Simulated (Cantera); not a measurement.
# Thermodynamics of fluorocarbon and chlorocarbon gases, feed CH3F + H2 + F2

Input: 1 mol CH3F, 1.9 mol H2, 0.053 mol F2, at 0.00270 bar.

Equilibrium computed with Cantera from the NASA thermochemical tables; the gas is ideal and each condensed phase is pure. Candidate condensed phases: C, C6H6, C7H8, C8H18; 95 gas species. The numbers say what is thermodynamically allowed, not how fast it happens.

| T (°C) | log p H | log p H2 | log p HF | log p F | log p C | log p C3 | log p C2 | log p C2H2 (acetylene) | n C(graphite) |
|---|---|---|---|---|---|---|---|---|---|
| 1602 | -4.54 | -2.72 | -3.12 | -8.57 | -11.76 | -11.99 | -13.07 | -6.22 | 0.998 |
| 1802 | -3.94 | -2.73 | -3.13 | -7.60 | -9.84 | -9.78 | -10.85 | -5.64 | 0.993 |
| 2002 | -3.46 | -2.78 | -3.15 | -6.79 | -8.26 | -7.98 | -9.03 | -5.20 | 0.980 |
| 2202 | -3.10 | -2.90 | -3.19 | -6.10 | -6.93 | -6.47 | -7.51 | -4.92 | 0.954 |
| 2402 | -2.86 | -3.14 | -3.26 | -5.47 | -5.80 | -5.20 | -6.22 | -4.81 | 0.881 |
| 2602 | -2.74 | -3.53 | -3.34 | -4.86 | -4.83 | -4.11 | -5.11 | -4.90 | 0.253 |
| 2802 | -2.70 | -3.99 | -3.43 | -4.30 | -4.29 | -4.05 | -4.74 | -5.69 | 0 |
| 3002 | -2.68 | -4.44 | -3.61 | -3.86 | -3.90 | -4.27 | -4.60 | -6.61 | 0 |
log p: log10 of the partial pressure in bar; n: condensed amount in mol.

From 1602 °C to 2602 °C the condensed part is C(graphite). From 2802 °C to 3002 °C nothing is condensed. The main C-bearing gas is C2H2 (acetylene) at 1602 °C and C3 at 3002 °C.
